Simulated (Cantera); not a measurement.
Gas mixture: 28.9 % C₃H₈, 21.5 % N₂, 38.0 % CH₄, 11.6 % C₂H₄, at 0.120 Torr, frozen composition.

Cantera's kinetic-theory transport with the Lennard-Jones parameters of GRI-Mech 3.0, ideal gas; thermal conductivity in the mixture-averaged form. The composition is frozen, though it would react at the higher temperatures.

D: mixture-averaged diffusion coefficient of that species in the mixture.

```
T (K)  ρ (kg/m³)  cp (J/kg/K)  μ (µPa s)  λ (mW/m/K)     Pr  D (cm²/s) C₂H₂  D (cm²/s) H  D (cm²/s) OH
-----  ---------  -----------  ---------  ----------  -----  --------------  -----------  ------------
400     0.000135          ___       14.2        38.1  0.728            1430         9920          2660
600      9.02e-5          ___       19.6        65.9  0.761            2980        20400          5370
800      6.76e-5          ___       24.3        94.7  0.781            4920        33400          8760
1000     5.41e-5         3429       28.5         123  0.794            7230        48900         12700
1200     4.51e-5         3712       32.3         150  0.797            9850        66500         17300
1400     3.87e-5         3944       35.8         176  0.801           12800        86100         22400
1600     3.38e-5         4132       39.1         201  0.803           16000       108000         27900
1800     3.01e-5         4285       42.3         225  0.805           19500       131000         34000
```

**Question.** Complete the blanks.

**Answer.** 
- 400, cp (J/kg/K): 1957
- 600, cp (J/kg/K): 2558
- 800, cp (J/kg/K): 3043
